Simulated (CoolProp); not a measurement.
Vapour-liquid equilibrium of toluene (1) + n-dodecane (2) at 448.2 K; x and y are mole fractions of (1).

Values from CoolProp's multi-fluid Helmholtz-energy mixture model, Lemmon 2006 and Lemmon 2004; pair parameters Bell 2016.

| x | bubble pressure, mixture model (kPa) | bubble pressure, Raoult's law (kPa) | y, mixture model | y, Raoult's law |
|---|---|---|---|---|
| 0.05 | 49.28 | 55.65 | 0.338 | 0.421 |
| 0.15 | 84.59 | 99.17 | 0.649 | 0.710 |
| 0.25 | 124.4 | 142.7 | 0.786 | 0.822 |
| 0.35 | 167.1 | 186.2 | 0.860 | 0.882 |
| 0.45 | 211.3 | 229.7 | 0.905 | 0.919 |
| 0.55 | 256.4 | 273.3 | 0.934 | 0.944 |
| 0.65 | 302.1 | 316.8 | 0.956 | 0.963 |
| 0.75 | 348.5 | 360.3 | 0.972 | 0.976 |
| 0.85 | 395.9 | 403.8 | 0.985 | 0.987 |
| 0.95 | 444.5 | 447.4 | 0.995 | 0.996 |

The largest gap from Raoult's law is -14.7 % in bubble pressure, at x = 0.15. No azeotrope shows between x = 0.05 and 0.95.

Pair parameters are fitted to limited data, so mixtures are less certain than the pure fluids.
